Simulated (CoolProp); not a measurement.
Carbon dioxide along the isotherm -51.55 °C: density (kg/m³) from the reference equation and from simpler models built on Tc = 31.0 °C, pc = 7.377 MPa, ω = 0.224; each cubic takes its own stable root.

Computed with CoolProp (reference Helmholtz-energy equation of state, Span 1996).

```json
[
 {"p (MPa)": "0.233", "phase": "gas", "reference": "5.748", "van der Waals": "5.679", "Soave-Redlich-Kwong": "5.731"},
 {"p (MPa)": "0.394", "phase": "gas", "reference": "9.958", "van der Waals": "9.746", "Soave-Redlich-Kwong": "9.904"},
 {"p (MPa)": "0.664", "phase": "liquid", "reference": "[?]", "van der Waals": "16.86", "Soave-Redlich-Kwong": "[?]"},
 {"p (MPa)": "1.12", "phase": "liquid", "reference": "1161", "van der Waals": "29.88", "Soave-Redlich-Kwong": "1069"},
 {"p (MPa)": "1.89", "phase": "liquid", "reference": "1163", "van der Waals": "714.5", "Soave-Redlich-Kwong": "1071"},
 {"p (MPa)": "3.19", "phase": "liquid", "reference": "1166", "van der Waals": "[?]", "Soave-Redlich-Kwong": "[?]"},
 {"p (MPa)": "5.39", "phase": "liquid", "reference": "1171", "van der Waals": "731.6", "Soave-Redlich-Kwong": "1082"},
 {"p (MPa)": "9.1", "phase": "liquid", "reference": "1178", "van der Waals": "746.3", "Soave-Redlich-Kwong": "[?]"},
 {"p (MPa)": "15.3", "phase": "liquid", "reference": "1190", "van der Waals": "765.9", "Soave-Redlich-Kwong": "1109"}
]
```

**Question.** Fill in the missing entries.

**Answer.** 
- 0.664, reference: 1160
- 0.664, Soave-Redlich-Kwong: 1067
- 3.19, van der Waals: 721.3
- 3.19, Soave-Redlich-Kwong: 1076
- 9.1, Soave-Redlich-Kwong: 1093

At some of these states van der Waals gives the other phase, because its saturation line lies elsewhere.
